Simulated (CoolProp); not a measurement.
Vapour-liquid equilibrium of ethanol (1) + o-xylene (2) at 0.179 MPa; x and y are mole fractions of (1).

The numbers come from the multi-fluid Helmholtz-energy mixture model, Schroeder 2014 and Zhou 2012; pair parameters Bell 2016 in CoolProp.

Question: Give the bubble temperature and the first vapour's composition at x = 0.2, 0.65, 0.8. Is there an azeotrope?

Answer: x = 0.2: 381.7 K, y = 0.820; x = 0.65: 371.5 K, y = 0.898; x = 0.8: 369.6 K, y = 0.926. No azeotrope shows between x = 0.05 and 0.95.

The pair parameters rest on a limited set of measurements; away from them the model extrapolates. With so large a gap from Raoult's law the liquid may split in two, which this calculation doesn't test in full.
